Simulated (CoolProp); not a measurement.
Octamethyltrisiloxane (MDM) along the isotherm 571.9 K: density (kg/m³) from the reference equation and from simpler models built on Tc = 565.4 K, pc = 14.38 bar, ω = 0.528; each cubic takes its own stable root.

The numbers come from the reference Helmholtz-energy equation of state, Thol 2017 in CoolProp.

```csv
p (bar),phase,reference,ideal gas,van der Waals,Soave-Redlich-Kwong,Peng-Robinson
8.98,gas,59.21,44.67,57.30,58.82,60.53
18,supercritical,381.1,89.54,278.2,309.7,339.5
27,supercritical,452.5,134.3,326.3,389.3,431.1
35.9,supercritical,481.5,178.6,349.7,426.4,473.4
44.9,supercritical,501.2,223.3,365.9,452.4,502.9
53.9,supercritical,516.3,268.1,378.5,472.7,525.6
62.9,supercritical,528.6,312.9,388.7,489.3,544.2
71.9,supercritical,539.1,357.7,397.3,503.4,560.0
80.9,supercritical,548.3,402.4,404.8,515.7,573.7
89.8,supercritical,556.3,446.7,411.3,526.5,585.6
98.8,supercritical,563.7,491.5,417.2,536.3,596.5
108,supercritical,570.5,537.2,422.6,545.4,606.6
117,supercritical,576.7,582.0,427.4,553.6,615.6
126,supercritical,582.4,626.8,431.9,561.1,623.8
135,supercritical,587.8,671.5,435.9,568.0,631.5
144,supercritical,592.8,716.3,439.7,574.5,638.6
```
